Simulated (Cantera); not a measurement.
# Hydrocarbon pyrolysis for carbon deposition

An isothermal, constant-pressure homogeneous reactor starts with 0.621 % CH4, 99.4 % N2, at 1675 K and 1.00 atm.

Computed with Cantera and GRI-Mech 3.0 (53 species, 325 reactions). GRI-Mech 3.0 stops at C3 and has no aromatics, soot or wall deposition, so with more carbon than oxygen in the feed, carbon stays in small species such as C2H2 where larger ones or solid carbon would form.

```tsv
t (s)	x CH4	x C2H2	x CH3	x C2H4	x C2H6	x C2H	x HCN
4.00e-6	0.00621	<1e-12	1.99e-7	<1e-12	<1e-12	<1e-12	<1e-12
1.20e-5	0.00621	<1e-12	7.39e-7	6.85e-12	1.63e-11	<1e-12	<1e-12
3.62e-5	0.00621	<1e-12	2.56e-6	3.00e-10	5.95e-10	<1e-12	<1e-12
0.000109	0.00620	3.85e-11	8.07e-6	9.86e-9	1.64e-8	<1e-12	<1e-12
0.000328	0.00619	3.47e-9	2.40e-5	2.78e-7	3.24e-7	<1e-12	9.61e-12
0.000988	0.00612	2.86e-7	6.57e-5	6.64e-6	3.81e-6	7.95e-12	1.94e-10
0.00297	0.00577	2.04e-5	0.000142	0.000106	2.10e-5	4.47e-10	6.74e-9
0.00894	0.00436	0.000517	0.000133	0.000320	1.85e-5	5.34e-9	1.29e-7
0.0269	0.00268	0.00163	6.99e-5	7.96e-5	4.96e-6	1.13e-8	5.18e-7
0.0810	0.00133	0.00239	3.29e-5	1.54e-5	1.07e-6	1.49e-8	1.26e-6
0.244	0.000533	0.00281	1.31e-5	3.50e-6	1.67e-7	1.70e-8	2.32e-6
0.734	0.000189	0.00299	4.64e-6	1.85e-6	2.08e-8	1.79e-8	3.47e-6
2.21	6.41e-5	0.00305	1.57e-6	1.69e-6	2.39e-9	1.82e-8	4.60e-6
6.65	2.19e-5	0.00307	5.36e-7	1.69e-6	2.84e-10	1.83e-8	5.75e-6
20.0	9.26e-6	0.00308	2.27e-7	1.69e-6	5.58e-11	1.84e-8	7.11e-6
```
x: mole fraction; the columns are a selection and need not sum to one.

Equilibrium at this temperature and pressure: CH4 1.49e-6, C2H2 0.000112, CH3 3.66e-8, C2H4 6.16e-8, C2H6 1.51e-12, C2H 6.66e-10, HCN 0.00595 (gas phase only).
